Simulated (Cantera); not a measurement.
# SO2 + H2 (abatement and gas-phase synthesis)

Charge: 1 mol SO2, a varied amount of H2, at 1623.15 K and 7.50 Torr.

Equilibrium computed with Cantera from the NASA thermochemical tables; the gas is ideal and each condensed phase is pure. Candidate condensed phases: H2O, H2SO4, S; 19 gas species. Equilibrium is a limit: real reactors are often held back by kinetics, nucleation or transport.

```csv
n(H2) (mol),log p SO2,log p H2O,log p H2,log p S2,log p SO
0.081,-2.05,-3.15,-4.26,-3.91,-3.75
0.23,-2.13,-2.76,-3.71,-3.44,-3.67
0.37,-2.20,-2.60,-3.47,-3.26,-3.66
0.52,-2.27,-2.50,-3.31,-3.16,-3.67
0.67,-2.34,-2.44,-3.19,-3.08,-3.69
0.82,-2.41,-2.39,-3.09,-3.04,-3.71
0.96,-2.47,-2.36,-3.02,-3.00,-3.73
1.1,-2.54,-2.33,-2.96,-2.98,-3.76
1.3,-2.63,-2.31,-2.88,-2.95,-3.80
```
log p: log10 of the partial pressure in bar; nothing condenses.

From 0.081 mol H2 to 1.3 mol H2 nothing is condensed.
